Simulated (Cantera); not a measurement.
Thermodynamics of hydrogen reduction and annealing atmospheres, feed Cr₂O₃ + H₂ + N₂

Input: 1 mol Cr₂O₃, 1.2 mol H₂, 1.5 mol N₂, at 7.50 Torr.

Cantera equilibrium calculation (NASA polynomials, part measured and part estimated; ideal gas, pure solids and liquids). Candidate condensed phases: Cr, CrN, Cr₂N, Cr₂O₃, H₂O; 29 gas species. The numbers say what is thermodynamically allowed, not how fast it happens.

From 1673 K to 2073 K the condensed part is Cr₂O₃(s). The main Cr-bearing gas is Cr throughout.

| T (K) | log p N₂ | log p H₂ | log p H₂O | log p Cr | log p H | n Cr₂O₃(s) |
|---|---|---|---|---|---|---|
| 1673 | -2.26 | -2.35 | -4.77 | -4.94 | -5.12 | 0.998 |
| 1723 | -2.26 | -2.36 | -4.56 | -4.74 | -4.92 | 0.998 |
| 1773 | -2.26 | -2.36 | -4.37 | -4.55 | -4.73 | 0.996 |
| 1823 | -2.26 | -2.36 | -4.19 | -4.37 | -4.54 | 0.994 |
| 1873 | -2.26 | -2.37 | -4.02 | -4.20 | -4.37 | 0.991 |
| 1923 | -2.26 | -2.37 | -3.86 | -4.04 | -4.21 | 0.987 |
| 1973 | -2.26 | -2.38 | -3.71 | -3.89 | -4.06 | 0.982 |
| 2023 | -2.27 | -2.40 | -3.57 | -3.75 | -3.92 | 0.974 |
| 2073 | -2.27 | -2.41 | -3.44 | -3.63 | -3.79 | 0.965 |
log p: log10 of the partial pressure in bar; n: condensed amount in mol.
